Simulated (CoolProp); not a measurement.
Vapour-liquid equilibrium of propylene (1) + n-heptane (2) at 310.3 K; x and y are mole fractions of (1).

The numbers come from the multi-fluid Helmholtz-energy mixture model, Lemmon 2013 and Span 2003; pair parameters Bell 2016 in CoolProp.

### Question
Give the bubble pressure and the first vapour's composition at x = 0.05, 0.35, 0.95. Is there an azeotrope?

### Answer
x = 0.05: 0.07663 MPa, y = 0.861; x = 0.35: 0.5669 MPa, y = 0.984; x = 0.95: 1.446 MPa, y = 0.999. No azeotrope shows between x = 0.05 and 0.95.

Pair parameters are fitted to limited data, so mixtures are less certain than the pure fluids. The gap from Raoult's law changes sign with composition, which may be real or a fault of the pair parameters; it wasn't checked against measurements.
